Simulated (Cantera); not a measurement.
Low-pressure radical oxidation in H2/O2

An isothermal, constant-pressure homogeneous reactor starts with 0.249 % H2, 99.8 % O2, at 1275 K and 1.65 Torr.

Computed with Cantera and the H2/O2 subset of GRI-Mech 3.0, which has no nitrogen chemistry. Radical loss at walls, strong at low pressure, is not modelled.

```csv
t (s),x H2,x O2,x H2O2,x O,x H
1.00e-5,0.00249,0.998,<1e-12,<1e-12,1.39e-11
4.57e-5,0.00249,0.998,<1e-12,7.53e-12,5.80e-11
0.000209,0.00249,0.998,<1e-12,1.21e-10,1.80e-10
0.000956,0.00249,0.998,<1e-12,1.14e-9,2.91e-10
0.00437,0.00249,0.998,<1e-12,7.72e-9,4.91e-10
0.0200,0.00249,0.998,1.44e-11,1.05e-7,3.14e-9
0.0915,0.00223,0.997,2.71e-10,0.000187,5.34e-6
0.418,2.70e-6,0.995,6.18e-10,0.00230,2.50e-5
1.91,2.60e-6,0.995,6.12e-10,0.00221,2.35e-5
8.75,2.19e-6,0.996,5.83e-10,0.00186,1.81e-5
40.0,1.16e-6,0.996,4.68e-10,0.000969,6.90e-6
```
x: mole fraction; the columns are a selection and need not sum to one.

Equilibrium at this temperature and pressure: H2 2.96e-9, O2 0.997, H2O2 5.27e-12, O 2.39e-6, H 8.60e-10 (gas phase only).
